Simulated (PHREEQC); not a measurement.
Polishing slurry liquid (model solution)

Consider water at 5 °C with 0.0026 mol/kgw K2CO3 and 1.3e-05 mol/kgw H4SiO4. Closed to the air; pH follows from the charge balance.

Equilibrium calculation in PHREEQC: ion-association model, wateq4f.dat.

```yaml
pH: 11.24
ionic_strength: 0.00744 mol/kgw
total_alkalinity: 5.20 meq/kg
```

| species | molality | activity | log γ |
|---|---|---|---|
| K+ | 0.00520 | 0.00476 | -0.039 |
| CO3-2 | 0.00224 | 0.00159 | -0.148 |
| HCO3- | 0.000361 | 0.000331 | -0.037 |
| OH- | 0.000349 | 0.000319 | -0.039 |
| H3SiO4- | 1.20e-5 | 1.10e-5 | -0.038 |
| H4SiO4 | 9.58e-7 | 9.60e-7 | 0.001 |
| H2SiO4-2 | 4.17e-8 | 2.96e-8 | -0.148 |

Precipitation was switched off in this run. Away from 25 °C the constants follow the database's enthalpies or fits; those with neither stay at their 25 °C values.
